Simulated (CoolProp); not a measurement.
Model: reference Helmholtz-energy equation of state, Lemmon 2006, in CoolProp. It is a short technical equation, of lower accuracy than the large ones.

Q: For carbonyl sulfide, give the phase and the cp (kJ/(kg K)), cv (kJ/(kg K)), Joule-Thomson coefficient (K/MPa) at 468.5 K and 0.0541 MPa; 469.7 K and 4.46 MPa; 146.8 K and 0.652 MPa.

A: 
- 468.5 K and 0.0541 MPa: gas; cp 0.801, cv 0.661, Joule-Thomson coefficient 7.10
- 469.7 K and 4.46 MPa: gas; cp 0.938, cv 0.688, Joule-Thomson coefficient 7.36
- 146.8 K and 0.652 MPa: liquid; cp 1.21, cv 0.796, Joule-Thomson coefficient -0.488
